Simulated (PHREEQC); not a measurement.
Make-up at 25 °C: 52 mmol/kgw HF, 0.4 mmol/kgw NH3 and 1.8 mmol/kgw NaCl. Closed to the air; pH follows from the charge balance.

Model: ion-association model, phreeqc.dat, run in PHREEQC.

Precipitation was switched off in this run.

Question: What pH does the model give?

Answer: pH 2.24.

Question: In which forms is F present?

Answer: HF 85 %, F- 11 %, HF2- 3.7 % of the F.
